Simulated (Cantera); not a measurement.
## Ignition delay

Mixture: 6.25 % CO, 2.75 % H2, 0.875 % CH4, 13.9 % O2, 76.2 % N2, equivalence ratio 0.45, at 1.10 bar, adiabatic and at constant pressure. Ignition delay is the time to a rise of 400 K.

Cantera simulation using GRI-Mech 3.0 (53 species, 325 reactions); the numbers are that mechanism's predictions, not measurements. Where the delays flatten at high temperature, the 400 K rule measures the pace of heat release, not the induction time.

```csv
T0 (K),delay (ms)
1000,2.15
1100,0.416
1200,0.203
1300,0.140
1400,0.115
1500,0.106
1600,0.107
1700,0.115
```
